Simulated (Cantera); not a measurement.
Input: 1 mol Ti, 18 mol H2O, 3.3 mol H2, at 1150 K and 0.133 bar.

Method: chemical equilibrium by Gibbs-energy minimisation in Cantera with the NASA 1993 tables (ideal gas, pure condensed phases). Candidate condensed phases: H2O, Ti, TiO, TiO2, Ti2O3, Ti3O5, Ti4O7; 12 gas species. Gases not in the tables: TiO(OH)2. Equilibrium is a limit: real reactors are often held back by kinetics, nucleation or transport.

Base state: H2O 0.751, H2 0.249 (mole fractions); condensed: TiO2(rutile).

Question: What changes in the equilibrium state with this change: Ti replaced by TiCl4?

Answer: 
```json
[
 {"species": "H2O", "before": "0.751", "after": "0.687"},
 {"species": "HCl", "before": "0", "after": "0.172"},
 {"species": "H2", "before": "0.249", "after": "0.142"},
 {"species": "TiO2(rutile), mol", "before": "1.00", "after": "1.00"}
]
```
Condensed phases not in the tables: TiOCl. Further candidate phases: TiCl2, TiCl3, TiCl4.
